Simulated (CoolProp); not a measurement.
Saturation properties of R22.

The numbers come from the reference Helmholtz-energy equation of state, Kamei 1995 in CoolProp.

| T (K) | p (bar) | liquid density (kg/m³) | vapour density (kg/m³) | enthalpy of vaporisation (kJ/kg) | surface tension (mN/m) | vapour viscosity (µPa s) |
|---|---|---|---|---|---|---|
| 247.8 | 1.986 | 1363 | 8.840 | 223.7 | 15.7 | 11.4 |
| 254.3 | 2.564 | 1343 | 11.25 | 219.2 | 14.7 | 11.7 |
| 260.8 | 3.262 | 1322 | 14.14 | 214.5 | 13.7 | 12.0 |
| 267.4 | 4.112 | 1301 | 17.65 | 209.6 | 12.7 | 12.4 |
| 273.9 | 5.103 | 1279 | 21.74 | 204.4 | 11.7 | 12.7 |
| 280.4 | 6.263 | 1256 | 26.54 | 199.1 | 10.7 | 13.0 |
| 286.9 | 7.611 | 1233 | 32.18 | 193.4 | 9.74 | 13.3 |
| 293.4 | 9.164 | 1209 | 38.75 | 187.4 | 8.79 | 13.7 |

It boils at 232.3 K under 1 atm.

Viscosity comes from a separate model (Bell 2016), an estimate that may be off by 10 % or more. Surface tension comes from a separate correlation (Mulero 2012).
